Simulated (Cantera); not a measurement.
A closed system holds: 1 mol Fe₂O₃, 10 mol Cl₂, at 0.0180 bar.

Method: chemical equilibrium by Gibbs-energy minimisation in Cantera with the NASA 1993 tables (ideal gas, pure condensed phases). Candidate condensed phases: Fe, FeCl₂, FeCl₃, FeO, Fe₂O₃, Fe₃O₄; 13 gas species. Condensed phases not in the tables: FeOCl. Kinetics and transport are ignored.

Task: At 625 °C, list the 6 most abundant gas species with their mole fractions, and the condensed phases.

Result: Cl₂ 0.956, FeCl₃ 0.0243, O₂ 0.0186, Cl 0.000519, FeCl₂ 0.000146, Fe₂Cl₆ 0.000136. Condensed: Fe₂O₃(s).
